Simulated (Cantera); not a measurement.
A Cantera script and its output.

```python
import numpy as np
import cantera as ct

surf = ct.Interface("diamond.yaml", "diamond_100")
gas, bulk = surf.adjacent["gas"], surf.adjacent["diamond"]
k = surf.kinetics_species_index(bulk.species_names[0])
cover = ["c6HH", "c6H*", "c6*H", "c6**", "c6HM", "c6B"]

rows, drift = [], 0.0
print(f"{'xCH3':>10s}{'um/h':>11s}" + "".join(f"{s:>11s}" for s in cover))
for v in [1e-06, 2.5e-06, 6.3e-06, 1.6e-05, 3.9e-05, 9.8e-05, 0.00025, 0.00061, 0.0015]:
    T, P, xH, xCH3 = 1075, 3100, 0.0014, v
    gas.TPX = T, P, {"H": xH, "CH3": xCH3, "CH4": 0.0085, "H2": 1 - xH - xCH3 - 0.0085}
    surf.TP = bulk.TP = T, P
    surf.coverages = "c6H*:0.1, c6HH:0.9"
    surf.advance_coverages(100.0)
    before = surf.coverages
    surf.advance_coverages(100.0)
    drift = max(drift, np.max(np.abs(surf.coverages - before) / (surf.coverages + 1e-9)))
    rate = surf.net_production_rates[k] * bulk.mean_molecular_weight / bulk.density * 3.6e9
    rows.append([rate, *surf[cover].coverages])
    print(f"{v:10.4g}{rate:11.4e}" + "".join(f"{x:11.3e}" for x in rows[-1][1:]))
```

It prints:

```
      xCH3       um/h       c6HH       c6H*       c6*H       c6**       c6HM        c6B
     1e-06 9.9882e-03  5.375e-01  2.514e-02  4.227e-01  1.448e-02  1.236e-04  2.710e-11
   2.5e-06 2.4961e-02  5.374e-01  2.513e-02  4.226e-01  1.447e-02  3.089e-04  6.773e-11
   6.3e-06 6.2841e-02  5.370e-01  2.511e-02  4.222e-01  1.445e-02  7.777e-04  1.705e-10
   1.6e-05 1.5921e-01  5.361e-01  2.506e-02  4.215e-01  1.440e-02  1.970e-03  4.320e-10
   3.9e-05 3.8583e-01  5.339e-01  2.496e-02  4.197e-01  1.428e-02  4.776e-03  1.047e-09
   9.8e-05 9.5542e-01  5.285e-01  2.468e-02  4.151e-01  1.400e-02  1.183e-02  2.593e-09
   0.00025 2.3496e+00  5.151e-01  2.402e-02  4.038e-01  1.330e-02  2.913e-02  6.376e-09
   0.00061 5.2867e+00  4.868e-01  2.260e-02  3.801e-01  1.185e-02  6.572e-02  1.435e-08
    0.0015 1.0937e+01  4.320e-01  1.987e-02  3.341e-01  9.212e-03  1.368e-01  2.968e-08
```

Cantera simulation using the Harris–Goodwin 1993 mechanism for the reconstructed diamond (100) surface; the numbers are that mechanism's predictions, not measurements.
